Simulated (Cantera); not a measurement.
What does this Cantera script print?

```python
import numpy as np
import cantera as ct

gas_names = """
    H HNO HNO2 HNO3 HO2 H2 H2O H2O2 N NH NH2 NH3 NH2OH NO NO2 NO3 N2 N2H2 N2H4 N2O O OH O2 O3 Si SiH
    SiH2 SiH3 SiH4 SiN SiO SiO2 Si2 Si2N Si3
""".split()
cond_names = """
    H2O(s) H2O(L) Si(cr) Si(L) SiO2(Lqz) SiO2(hqz) SiO2(L) Si2N2O(s) Si3N4(a)
""".split()


# ... load() reads the species with a 1 bar reference pressure and builds the phases ...
atoms = {
    'Si3N4': {'Si': 3, 'N': 4},
    'O2': {'O': 2},
    'H2': {'H': 2},
}
top_T = {'Si2N2O(s)': 2100, 'Si3N4(a)': 2400}  # K; cautious upper limits of use, not melting points


# ... equilibrate(T, P, feed) seeds the gas with the atoms and calls Mixture.equilibrate('TP', solver="vcs", rtol=1e-11, max_steps=5000) ...
results = []
feed = {'Si3N4': 1, 'O2': 1.3, 'H2': 1.7}  # mol
P = 10000  # Pa
for T in [823, 923, 1023, 1123, 1223, 1323, 1423, 1523, 1623, 1723, 1823, 1923]:
    mix = equilibrate(T, P, feed)
    results.append((T, P, feed, dict(zip(mix.species_names, mix.species_moles))))
    x = sorted(zip(gas.X, gas.species_names), reverse=True)
    print(f"T = {T:g} K  P = {P:g} Pa  gas = {mix.phase_moles(0):.4g} mol")
    print("   x: " + "  ".join(f"{s} {v:.3e}" for v, s in x if v > 0.001))
    print("   condensed (mol): " + ("  ".join(f"{mix.phase(i).name} {mix.phase_moles(i):.4g}"
          for i in range(1, mix.n_phases) if mix.phase_moles(i) > 1e-12) or "none"))
```

Output:

```
T = 823 K  P = 10000 Pa  gas = 2.566 mol
   x: H2 6.623e-01  N2 3.376e-01
   condensed (mol): SiO2(Lqz) 0.7333  Si2N2O(s) 1.133
T = 923 K  P = 10000 Pa  gas = 2.567 mol
   x: H2 6.623e-01  N2 3.377e-01
   condensed (mol): SiO2(hqz) 0.7333  Si2N2O(s) 1.133
T = 1023 K  P = 10000 Pa  gas = 2.567 mol
   x: H2 6.623e-01  N2 3.377e-01
   condensed (mol): SiO2(hqz) 0.7333  Si2N2O(s) 1.133
T = 1123 K  P = 10000 Pa  gas = 2.567 mol
   x: H2 6.623e-01  N2 3.376e-01
   condensed (mol): SiO2(hqz) 0.7332  Si2N2O(s) 1.133
T = 1223 K  P = 10000 Pa  gas = 2.567 mol
   x: H2 6.623e-01  N2 3.376e-01
   condensed (mol): SiO2(hqz) 0.7332  Si2N2O(s) 1.133
T = 1323 K  P = 10000 Pa  gas = 2.567 mol
   x: H2 6.622e-01  N2 3.376e-01
   condensed (mol): SiO2(hqz) 0.7331  Si2N2O(s) 1.133
T = 1423 K  P = 10000 Pa  gas = 2.567 mol
   x: H2 6.622e-01  N2 3.376e-01
   condensed (mol): SiO2(hqz) 0.7331  Si2N2O(s) 1.133
T = 1523 K  P = 10000 Pa  gas = 2.567 mol
   x: H2 6.620e-01  N2 3.376e-01
   condensed (mol): SiO2(hqz) 0.7329  Si2N2O(s) 1.133
T = 1623 K  P = 10000 Pa  gas = 2.572 mol
   x: H2 6.608e-01  N2 3.374e-01  SiO 1.439e-03
   condensed (mol): SiO2(hqz) 0.7317  Si2N2O(s) 1.132
T = 1723 K  P = 10000 Pa  gas = 2.61 mol
   x: H2 6.510e-01  N2 3.361e-01  SiO 1.224e-02
   condensed (mol): SiO2(L) 0.7223  Si2N2O(s) 1.123
T = 1823 K  P = 10000 Pa  gas = 2.881 mol
   x: H2 5.892e-01  N2 3.279e-01  SiO 8.158e-02  H 1.052e-03
   condensed (mol): SiO2(L) 0.6545  Si2N2O(s) 1.055
T = 1923 K  P = 10000 Pa  gas = 5.503 mol
   x: SiO 3.996e-01  H2 3.080e-01  N2 2.907e-01  H 1.653e-03
   condensed (mol): Si2N2O(s) 0.4005
```

These are equilibrium values from Cantera (NASA tables, ideal gas, pure condensed phases), not measurements of a reactor. Mutual solubility and eutectic melting of coexisting phases are not modelled. The tables hold silica as quartz up to 1696 K and as liquid above; real silica turns to tridymite and cristobalite and melts near 1996 K.
